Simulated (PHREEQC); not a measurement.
A solution holds 0.077 mol HF, 5.1e-05 mol (CH3)4NF, 0.062 mol H2SiF6 and 0.2 mol H2SO4 per kg of water, at 65 °C. Closed to the air; pH follows from the charge balance.

Model: ion-association model, wateq4f.dat, run in PHREEQC.

Precipitation was switched off in this run.

**Question.** Order these F species by the share of F that they hold, largest first: H2F2, HF, SiF6-2.

**Answer.** SiF6-2 (83 %), HF (16 %), H2F2 (1.4 %)

The pH is 0.60 and the ionic strength 0.405 mol/kgw. (CH3)4N+ isn't in the database: it is added as a free cation with an ion size of 4 Å. Constants without temperature data keep their 25 °C values here. SiF6-2 is the database's only silicon fluoride.
